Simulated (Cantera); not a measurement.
**Ignition delay**

Mixture: CH4 : O2 : N2 : H2O = 1 : 3.64 : 13.7 : 1.1 (molar parts), at 4.00 bar, adiabatic and at constant volume. Ignition delay is the time to a rise of 400 K.

Computed with Cantera and GRI-Mech 3.0 (53 species, 325 reactions).

| T0 (K) | delay (ms) |
|---|---|
| 1275 | 3.80 |
| 1325 | 2.12 |
| 1375 | 1.22 |
| 1425 | 0.716 |
| 1475 | 0.431 |
| 1525 | 0.266 |
| 1575 | 0.168 |
| 1625 | 0.109 |
| 1675 | 0.0731 |
| 1725 | 0.0502 |

| Quantity | Value |
|---|---|
| apparent activation energy between 1625 and 1725 K | 180 kJ/mol |
